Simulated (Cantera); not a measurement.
**Stirred combustor or abatement burner**

A perfectly stirred reactor is fed with 7.45 % CH4, 18.2 % O2, 68.3 % N2, 6.04 % H2O, at 1800 Torr; it is adiabatic with a 423 K inlet, and is followed from long to short residence time, starting on the burning branch (τ in s: 0.1, 0.043, 0.019, 0.008, 0.0035, 0.0015, 0.00064, 0.00027, 0.00012, 5.1e-05, 2.2e-05, 9.4e-06, 4e-06).

Computed with Cantera and GRI-Mech 3.0 (53 species, 325 reactions).

```csv
τ (s),T (K),x CH4,x O2,x H2O,x CH2CO,x CO,x O
0.10,2014,3.81e-6,0.0326,0.208,2.67e-10,0.000578,0.000111
0.043,2012,7.75e-6,0.0327,0.208,8.91e-10,0.000774,0.000137
0.019,2006,1.45e-5,0.0329,0.207,2.75e-9,0.00113,0.000185
0.0080,1997,2.67e-5,0.0333,0.207,8.30e-9,0.00180,0.000278
0.0035,1982,4.69e-5,0.0339,0.205,2.18e-8,0.00287,0.000429
0.0015,1958,8.40e-5,0.0350,0.204,5.50e-8,0.00459,0.000671
0.00064,1922,0.000156,0.0367,0.201,1.35e-7,0.00723,0.00102
0.00027,1870,0.000314,0.0395,0.198,3.58e-7,0.0113,0.00145
0.00012,1798,0.000714,0.0444,0.194,1.14e-6,0.0176,0.00171
5.1e-5,423,0.0745,0.182,0.0604,<1e-12,<1e-12,<1e-12
2.2e-5,423,0.0745,0.182,0.0604,<1e-12,<1e-12,<1e-12
9.4e-6,423,0.0745,0.182,0.0604,<1e-12,<1e-12,<1e-12
4.0e-6,423,0.0745,0.182,0.0604,<1e-12,<1e-12,<1e-12
```
x: mole fraction; the columns are a selection and need not sum to one.
